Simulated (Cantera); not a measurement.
Feed: 1 mol S, 0.02 mol O2, 0.58 mol N2, at 13300 Pa.

Cantera equilibrium calculation (NASA polynomials, part measured and part estimated; ideal gas, pure solids and liquids). Candidate condensed phases: S; 17 gas species. Kinetics and transport are ignored.

### Question
At 2100 °C, list the 6 most abundant gas species with their mole fractions, and the condensed phases.

### Answer
N2 0.517, S2 0.408, S 0.0437, SO 0.0263, SO2 0.00423, S2O 0.000881. Condensed: gas only.
